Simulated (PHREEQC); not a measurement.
**Buffer: speciation**

Make-up at 35 °C: 1.3 mmol/kgw HF, 57 mmol/kgw NH3 and 130 mmol/kgw KCl. Closed to the air; pH follows from the charge balance.

Equilibrium calculation in PHREEQC: ion-association model, phreeqc.dat.

Each row changes one thing in this solution. Precipitation was switched off in this run.

| case | pH | ionic strength (mol/kgw) | NH3 (mol/kgw) | NH4+ (mol/kgw) |
|---|---|---|---|---|
| as made | 10.50 | 0.132 | 0.0548 | 0.00220 |
| diluted 5-fold with water | 10.23 | 0.0267 | 0.0107 | 0.000675 |
| KCl from 0.13 to 0.65 mol/kgw | 10.59 | 0.653 | 0.0544 | 0.00260 |
| KCl left out | ___ | 0.00189 | 0.0551 | 0.00189 |
| HF from 0.0013 to 0.00117 mol/kgw | 10.52 | 0.132 | 0.0549 | 0.00211 |
| temperature from 35 to 10 °C | 11.30 | 0.132 | 0.0549 | 0.00209 |
| diluted 10-fold with water | ___ | 0.0134 | 0.00528 | 0.000425 |

Q: What belongs in the gaps?

A: 
- KCl left out, pH: 10.43
- diluted 10-fold with water, pH: 10.10

Away from 25 °C the constants follow the database's enthalpies or fits; those with neither stay at their 25 °C values.
